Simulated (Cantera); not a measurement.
N2O furnace oxynitridation

An isothermal, constant-pressure homogeneous reactor starts with N2O : H2 : N2 = 0.27 : 0.0072 : 1.7 (molar parts), at 1175 K and 0.0947 atm.

Detailed kinetics in Cantera: GRI-Mech 3.0 (53 species, 325 reactions). GRI-Mech 3.0 was tuned for natural gas; its chemistry of N2O as a main component is partial and can be far from experiment. The mechanism lacks the step 2 NO + O2 → 2 NO2, which can matter for NO2 below about 1400 K. The temperature is held fixed by assumption; the heat of reaction is taken as removed at once.

| t (s) | x N2O | x H2 | x N2 | x NO | x O |
|---|---|---|---|---|---|
| 0.000700 | 0.137 | 0.00364 | 0.860 | 1.45e-7 | 5.99e-7 |
| 0.00157 | 0.137 | 0.00363 | 0.860 | 5.34e-7 | 6.40e-7 |
| 0.00352 | 0.136 | 0.00358 | 0.860 | 1.94e-6 | 6.44e-7 |
| 0.00788 | 0.136 | 0.00338 | 0.860 | 6.97e-6 | 6.91e-7 |
| 0.0177 | 0.136 | 0.00272 | 0.861 | 2.05e-5 | 8.39e-7 |
| 0.0396 | 0.134 | 0.00148 | 0.862 | 4.30e-5 | 9.95e-7 |
| 0.0888 | 0.133 | 0.000456 | 0.863 | 7.08e-5 | 1.11e-6 |
| 0.199 | 0.132 | 8.58e-5 | 0.864 | 0.000116 | 1.17e-6 |
| 0.446 | 0.131 | 6.52e-6 | 0.865 | 0.000215 | 1.17e-6 |
| 1.00 | 0.128 | 5.05e-8 | 0.866 | 0.000441 | 1.15e-6 |
x: mole fraction; the columns are a selection and need not sum to one.

Equilibrium at this temperature and pressure: N2O 2.30e-9, H2 3.32e-10, N2 0.934, NO 9.59e-5, O 1.18e-8 (gas phase only).
